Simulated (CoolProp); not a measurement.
Properties of oxygen along the isobar 7 MPa.

The numbers come from the reference Helmholtz-energy equation of state, Schmidt 1985 in CoolProp. Above 300 K oxygen's equation is extrapolated.

```tsv
T (K)	phase	density (kg/m³)	conductivity (mW/(m K))
63.3	liquid	1276	…
83.5	liquid	1187	…
103.6	liquid	1091	137
123.7	liquid	980.8	…
143.8	liquid	834.1	81.5
163.9	supercritical	453.0	48.0
184	supercritical	…	…
204.1	supercritical	165.6	25.4
224.2	supercritical	139.5	25.7
244.3	supercritical	122.2	…
264.4	supercritical	109.4	27.7
284.5	supercritical	99.52	28.9
304.6	supercritical	91.50	30.1
324.7	supercritical	84.83	31.4
344.8	supercritical	79.17	32.7
364.9	supercritical	74.30	34.1
```

Q: Fill in the missing entries.

A: 
- 63.3, conductivity (mW/(m K)): 192
- 83.5, conductivity (mW/(m K)): 165
- 123.7, conductivity (mW/(m K)): 110
- 184, density (kg/m³): 214.1
- 184, conductivity (mW/(m K)): 27.0
- 244.3, conductivity (mW/(m K)): 26.6

Thermal conductivity comes from a separate model (Lemmon 2004).
